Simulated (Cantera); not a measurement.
**Equilibrium for silicon oxide and oxynitride deposition: SiCl4 + O2**

A closed system holds: 1 mol SiCl4, 0.3 mol O2, equilibrated at 2.48 Torr.

These are equilibrium values from Cantera (NASA tables, ideal gas, pure condensed phases), not measurements of a reactor. Candidate condensed phases: Si, SiO2; 15 gas species. The tables hold silica as quartz up to 1696 K and as liquid above; real silica turns to tridymite and cristobalite and melts near 1996 K. The numbers say what is thermodynamically allowed, not how fast it happens.

```
T (°C)  x SiCl4  x Cl2      x Cl   x SiCl3     x ClO  n SiO2(α-quartz)  n SiO2(β-quartz)
------  -------  -----  --------  --------  --------  ----------------  ----------------
527       0.538  0.461  0.000111  2.77e-12    <1e-12             0.300                 0
577       0.538  0.461  0.000330  3.02e-11    <1e-12                 0             0.300
627       0.538  0.461  0.000874  2.52e-10  3.18e-12                 0             0.300
677       0.538  0.460   0.00209   1.67e-9  1.54e-11                 0             0.300
727       0.537  0.458   0.00458   9.21e-9  6.36e-11                 0             0.300
777       0.536  0.455   0.00930   4.30e-8  2.28e-10                 0             0.300
827       0.534  0.449    0.0177   1.75e-7  7.20e-10                 0             0.300
877       0.530  0.438    0.0316   6.29e-7   2.03e-9                 0             0.300
927       0.524  0.422    0.0535   2.04e-6   5.13e-9                 0             0.300
```
x: gas mole fraction; n: condensed amount in mol.

At 527 °C the condensed part is SiO2(α-quartz). From 577 °C to 927 °C the condensed part is SiO2(β-quartz). The main Si-bearing gas is SiCl4 throughout.
